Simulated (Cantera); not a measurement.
Input (Python, Cantera) and output of one run.

```python
import numpy as np
import cantera as ct

gas_names = """
    B BCL BCL2 BCL3 BN B2 CL CL2 N N2
""".split()
cond_names = """
    B(b) B(L) BN(s)
""".split()


# ... load() reads the species with a 1 bar reference pressure and builds the phases ...
atoms = {
    'BN': {'B': 1, 'N': 1},
    'Cl2': {'CL': 2},
}
top_T = {'BN(s)': 3200}  # K; cautious upper limits of use, not melting points


# ... equilibrate(T, P, feed) seeds the gas with the atoms and calls Mixture.equilibrate('TP', solver="vcs", rtol=1e-11, max_steps=5000) ...
results = []
feed = {'BN': 1, 'Cl2': 0.53}  # mol
T = 1200  # K
P = 65000  # Pa
mix = equilibrate(T, P, feed)
results.append((T, P, feed, dict(zip(mix.species_names, mix.species_moles))))
x = sorted(zip(gas.X, gas.species_names), reverse=True)
print(f"T = {T:g} K  P = {P:g} Pa  gas = {mix.phase_moles(0):.4g} mol")
print("   x: " + "  ".join(f"{s} {v:.3e}" for v, s in x if v > 1e-06))
print("   condensed (mol): " + ("  ".join(f"{mix.phase(i).name} {mix.phase_moles(i):.4g}"
      for i in range(1, mix.n_phases) if mix.phase_moles(i) > 1e-12) or "none"))
```

Output:

```
T = 1200 K  P = 65000 Pa  gas = 0.53 mol
   x: BCL3 6.667e-01  N2 3.333e-01  CL 5.842e-06
   condensed (mol): BN(s) 0.6467
```

Equilibrium computed with Cantera from the NASA thermochemical tables; the gas is ideal and each condensed phase is pure.
